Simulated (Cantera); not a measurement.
Input: 1 mol B2O3, 6.3 mol N2, 140 mol H2, equilibrated at 13.3 mbar.

Method: chemical equilibrium by Gibbs-energy minimisation in Cantera with the NASA 1993 tables (ideal gas, pure condensed phases). Candidate condensed phases: B, BN, B2O3, B3O3H3, H2O; 39 gas species. N2 is the only nitrogen source here; it is nearly inert below about 1500 K, so the nitride shown seldom forms there in practice. Mutual solubility and eutectic melting of coexisting phases are not modelled. The numbers say what is thermodynamically allowed, not how fast it happens.

x: gas mole fraction; n: condensed amount in mol.

```tsv
T (°C)	x H2	x H	x N2	x HBO	x BO	n BN(s)	n B2O3(l)
500	0.956	7.69e-12	0.0428	1.17e-12	<1e-12	0.0782	0.961
650	0.956	2.07e-9	0.0428	2.07e-9	<1e-12	0.0770	0.961
800	0.956	1.19e-7	0.0428	4.33e-7	…	0.0741	0.961
950	0.956	2.55e-6	0.0428	2.37e-5	…	0.0799	0.939
1100	0.954	2.82e-5	0.0426	0.000526	…	0.114	0.776
1250	0.945	0.000195	0.0428	0.00526	…	0	0
1400	0.943	0.000958	0.0427	0.00610	…	0	0
1550	0.939	0.00364	0.0427	0.00679	…	0	0
1700	0.931	0.0113	0.0425	0.00708	…	0	0
1850	0.912	0.0297	0.0421	0.00668	…	0	0
2000	0.874	0.0680	0.0412	0.00555	…	0	0
2150	0.805	0.138	0.0397	0.00403	…	0	0
```

### Question
Some entries are withheld; supply them.

### Answer

- 800, x BO: 3.13e-12
- 950, x BO: 2.63e-9
- 1100, x BO: 4.93e-7
- 1250, x BO: 2.73e-5
- 1400, x BO: 0.000128
- 1550, x BO: 0.000457
- 1700, x BO: 0.00128
- 1850, x BO: 0.00282
- 2000, x BO: 0.00495
- 2150, x BO: 0.00705
